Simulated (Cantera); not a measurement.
Cantera run:

```python
import numpy as np
import cantera as ct

gas_names = """
    B BH BH2 BH3 BO BO2 B2 B2O B2O2 B2O3 B3O3H3 H HBO HBO2 HO2 H2 H2O H2O2 H3B3O6 O OH O2 O3
""".split()
cond_names = """
    B(b) B(L) B2O3(L) B3O3H3(cr) H2O(s) H2O(L)
""".split()


# ... load() reads the species with a 1 bar reference pressure and builds the phases ...
atoms = {
    'B2H6': {'B': 2, 'H': 6},
    'H2O': {'H': 2, 'O': 1},
}
top_T = {}  # K; cautious upper limits of use, not melting points


# ... equilibrate(T, P, feed) seeds the gas with the atoms and calls Mixture.equilibrate('TP', solver="vcs", rtol=1e-11, max_steps=5000) ...
results = []
T = 2423.15  # K
P = 25  # Pa
for m in [0.21, 0.25, 0.3, 0.35, 0.41, 0.49, 0.57, 0.68, 0.8, 0.94, 1.1, 1.3, 1.6]:
    feed = {'B2H6': 1, 'H2O': m}  # mol
    mix = equilibrate(T, P, feed)
    results.append((T, P, feed, dict(zip(mix.species_names, mix.species_moles))))
    x = sorted(zip(gas.X, gas.species_names), reverse=True)
    print(f"T = {T:g} K  P = {P:g} Pa  n(H2O) = {m:g} mol  gas = {mix.phase_moles(0):.4g} mol")
    print("   x: " + "  ".join(f"{s} {v:.3e}" for v, s in x if v > 1e-06))
    print("   condensed (mol): " + ("  ".join(f"{mix.phase(i).name} {mix.phase_moles(i):.4g}"
          for i in range(1, mix.n_phases) if mix.phase_moles(i) > 1e-12) or "none"))
```

Output:

```
T = 2423.15 K  P = 25 Pa  n(H2O) = 0.21 mol  gas = 6.105 mol
   x: H 5.563e-01  H2 2.457e-01  B 1.620e-01  BO 3.196e-02  HBO 1.380e-03  B2O 1.035e-03  BH 8.041e-04  BH2 7.809e-04  B2 2.263e-05  B2O2 1.255e-05
   condensed (mol): B(L) 0.7848
T = 2423.15 K  P = 25 Pa  n(H2O) = 0.25 mol  gas = 6.23 mol
   x: H 5.533e-01  H2 2.431e-01  B 1.620e-01  BO 3.728e-02  HBO 1.601e-03  B2O 1.208e-03  BH 7.997e-04  BH2 7.724e-04  B2 2.263e-05  B2O2 1.708e-05
   condensed (mol): B(L) 0.7233
T = 2423.15 K  P = 25 Pa  n(H2O) = 0.3 mol  gas = 6.386 mol
   x: H 5.496e-01  H2 2.399e-01  B 1.620e-01  BO 4.366e-02  HBO 1.863e-03  B2O 1.414e-03  BH 7.945e-04  BH2 7.622e-04  B2O2 2.342e-05  B2 2.263e-05
   condensed (mol): B(L) 0.6464
T = 2423.15 K  P = 25 Pa  n(H2O) = 0.35 mol  gas = 6.541 mol
   x: H 5.461e-01  H2 2.368e-01  B 1.620e-01  BO 4.973e-02  HBO 2.108e-03  B2O 1.611e-03  BH 7.895e-04  BH2 7.526e-04  B2O2 3.038e-05  B2 2.263e-05
   condensed (mol): B(L) 0.5695
T = 2423.15 K  P = 25 Pa  n(H2O) = 0.41 mol  gas = 6.728 mol
   x: H 5.422e-01  H2 2.334e-01  B 1.620e-01  BO 5.664e-02  HBO 2.384e-03  B2O 1.835e-03  BH 7.837e-04  BH2 7.417e-04  B2O2 3.942e-05  B2 2.263e-05
   condensed (mol): B(L) 0.4773
T = 2423.15 K  P = 25 Pa  n(H2O) = 0.49 mol  gas = 6.977 mol
   x: H 5.372e-01  H2 2.291e-01  B 1.620e-01  BO 6.529e-02  HBO 2.723e-03  B2O 2.115e-03  BH 7.765e-04  BH2 7.281e-04  B2O2 5.238e-05  B2 2.263e-05
   condensed (mol): B(L) 0.3543
T = 2423.15 K  P = 25 Pa  n(H2O) = 0.57 mol  gas = 7.226 mol
   x: H 5.325e-01  H2 2.252e-01  B 1.620e-01  BO 7.334e-02  HBO 3.032e-03  B2O 2.376e-03  BH 7.698e-04  BH2 7.156e-04  B2O2 6.610e-05  B2 2.263e-05
   condensed (mol): B(L) 0.2314
T = 2423.15 K  P = 25 Pa  n(H2O) = 0.68 mol  gas = 7.568 mol
   x: H 5.266e-01  H2 2.202e-01  B 1.620e-01  BO 8.356e-02  HBO 3.416e-03  B2O 2.707e-03  BH 7.612e-04  BH2 6.997e-04  B2O2 8.580e-05  B2 2.263e-05
   condensed (mol): B(L) 0.06233
T = 2423.15 K  P = 25 Pa  n(H2O) = 0.8 mol  gas = 7.81 mol
   x: H 5.267e-01  H2 2.203e-01  B 1.494e-01  BO 9.545e-02  HBO 3.903e-03  B2O 2.852e-03  BH 7.022e-04  BH2 6.456e-04  B2O2 1.120e-04  B2 1.925e-05
   condensed (mol): none
T = 2423.15 K  P = 25 Pa  n(H2O) = 0.94 mol  gas = 8.016 mol
   x: H 5.302e-01  H2 2.233e-01  B 1.282e-01  BO 1.096e-01  HBO 4.513e-03  B2O 2.811e-03  BH 6.067e-04  BH2 5.616e-04  B2O2 1.477e-04  B2 1.418e-05
   condensed (mol): none
T = 2423.15 K  P = 25 Pa  n(H2O) = 1.1 mol  gas = 8.253 mol
   x: H 5.340e-01  H2 2.265e-01  BO 1.251e-01  B 1.054e-01  HBO 5.186e-03  B2O 2.637e-03  BH 5.025e-04  BH2 4.684e-04  B2O2 1.922e-04  B2 9.587e-06
   condensed (mol): none
T = 2423.15 K  P = 25 Pa  n(H2O) = 1.3 mol  gas = 8.55 mol
   x: H 5.384e-01  H2 2.302e-01  BO 1.433e-01  B 7.887e-02  HBO 5.989e-03  B2O 2.260e-03  BH 3.790e-04  BH2 3.562e-04  B2O2 2.523e-04  B2 5.365e-06
   condensed (mol): none
T = 2423.15 K  P = 25 Pa  n(H2O) = 1.6 mol  gas = 8.998 mol
   x: H 5.443e-01  H2 2.352e-01  BO 1.686e-01  B 4.261e-02  HBO 7.122e-03  B2O 1.436e-03  B2O2 3.491e-04  BH 2.070e-04  BH2 1.967e-04  B2 1.566e-06
   condensed (mol): none
```

These are equilibrium values from Cantera (NASA tables, ideal gas, pure condensed phases), not measurements of a reactor. The feed counts by its element totals alone. The tables' values for BH2 are old estimates; treat these amounts as uncertain.
